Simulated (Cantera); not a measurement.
An isothermal, constant-pressure homogeneous reactor starts with CO : O₂ : H₂O : N₂ = 0.014 : 0.028 : 0.08 : 1 (molar parts), at 1125 K and 101000 Pa.

Cantera simulation using GRI-Mech 3.0 (53 species, 325 reactions); the numbers are that mechanism's predictions, not measurements.

x: mole fraction; the columns are a selection and need not sum to one.

| t (s) | x CO | x O₂ | x H₂O | x N₂O | x OH |
|---|---|---|---|---|---|
| 0.000800 | 0.0125 | 0.0250 | 0.0713 | 1.64e-12 | 1.85e-8 |
| 0.00184 | 0.0125 | 0.0249 | 0.0713 | 3.41e-10 | 3.84e-6 |
| 0.00423 | 0.00834 | 0.0230 | 0.0711 | … | 8.46e-5 |
| 0.00972 | 0.00300 | 0.0203 | 0.0715 | … | 5.18e-5 |
| 0.0223 | 0.000842 | 0.0193 | 0.0717 | … | 2.64e-5 |
| 0.0513 | 0.000193 | 0.0189 | 0.0717 | 1.78e-7 | 1.34e-5 |
| 0.118 | 3.44e-5 | 0.0188 | 0.0717 | 1.86e-7 | 6.78e-6 |
| 0.271 | 4.84e-6 | 0.0188 | 0.0717 | 1.87e-7 | 3.31e-6 |
| 0.623 | 5.28e-7 | 0.0188 | 0.0717 | 1.83e-7 | 1.67e-6 |
| 1.43 | 3.68e-8 | 0.0188 | 0.0717 | 1.72e-7 | 9.24e-7 |
| 3.29 | 1.23e-9 | 0.0188 | 0.0717 | … | 6.10e-7 |
| 7.57 | 2.64e-10 | 0.0188 | 0.0717 | … | 5.11e-7 |
| 17.4 | 2.49e-10 | 0.0188 | 0.0717 | … | 4.84e-7 |
| 40.0 | 2.43e-10 | 0.0188 | 0.0717 | … | 4.70e-7 |

### Question
Complete the blanks.

### Answer

- 0.00423, x N₂O: 4.66e-8
- 0.00972, x N₂O: 1.18e-7
- 0.0223, x N₂O: 1.59e-7
- 3.29, x N₂O: 1.47e-7
- 7.57, x N₂O: 1.02e-7
- 17.4, x N₂O: 4.52e-8
- 40.0, x N₂O: 8.69e-9
